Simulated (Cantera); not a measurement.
Input (Python, Cantera):

```python
import numpy as np
import cantera as ct

gas = ct.Solution("gri30.yaml")
gas.TPX = 425, 100000, {'CH4': 1, 'O2': 4.76, 'N2': 17.9, 'CO2': 0.76}
inlet = ct.Reservoir(gas, clone=True)
gas.equilibrate("HP")  # start burning
reactor = ct.IdealGasConstPressureReactor(gas, energy="on", clone=False)
exhaust = ct.Reservoir(gas, clone=True)
tau = [0.27, 0.083, 0.026, 0.008, 0.0025, 0.00076, 0.00024, 7.3e-05, 2.3e-05][0]
for a, b in ((inlet, reactor), (reactor, exhaust)):
    ct.MassFlowController(a, b, mdot=lambda t: reactor.mass / tau)
net = ct.ReactorNet([reactor])
show = ['CH4', 'O2', 'CO2', 'NO2', 'OH', 'O']

rows = []
print(f"{'tau/s':>10s}{'T/K':>9s}" + "".join(f"{s:>11s}" for s in show))
for tau in [0.27, 0.083, 0.026, 0.008, 0.0025, 0.00076, 0.00024, 7.3e-05, 2.3e-05]:
    net.initial_time = 0.0
    net.advance(30 * tau)
    before = gas.X
    net.advance(40 * tau)
    drift = np.max(np.abs(gas.X - before) / (gas.X + 1e-9))
    rows.append([gas.T, *gas[show].X, drift])
    print(f"{tau:10.3e}{gas.T:9.1f}" + "".join(f"{x:11.3e}" for x in gas[show].X))
```

It prints:

```
     tau/s      T/K        CH4         O2        CO2        NO2         OH          O
 2.700e-01   1377.2  2.821e-05  1.132e-01  7.174e-02  1.555e-08  1.747e-04  2.307e-05
 8.300e-02   1372.7  6.290e-05  1.134e-01  7.130e-02  1.054e-08  2.417e-04  4.861e-05
 2.600e-02   1362.6  1.441e-04  1.139e-01  7.024e-02  5.496e-09  3.177e-04  9.638e-05
 8.000e-03   1334.3  3.957e-04  1.157e-01  6.721e-02  2.412e-09  3.568e-04  1.611e-04
 2.500e-03    425.0  4.095e-02  1.949e-01  3.112e-02  9.866e-21  3.582e-29  3.555e-31
 7.600e-04    425.0  4.095e-02  1.949e-01  3.112e-02 -1.604e-22 -5.307e-31 -2.227e-31
 2.400e-04    425.0  4.095e-02  1.949e-01  3.112e-02 -9.667e-25 -4.080e-33 -5.547e-33
 7.300e-05    425.0  4.095e-02  1.949e-01  3.112e-02 -6.107e-26 -1.296e-34 -2.773e-34
 2.300e-05    425.0  4.095e-02  1.949e-01  3.112e-02 -3.857e-27  1.252e-35 -1.833e-35
```

Computed with Cantera and GRI-Mech 3.0 (53 species, 325 reactions).
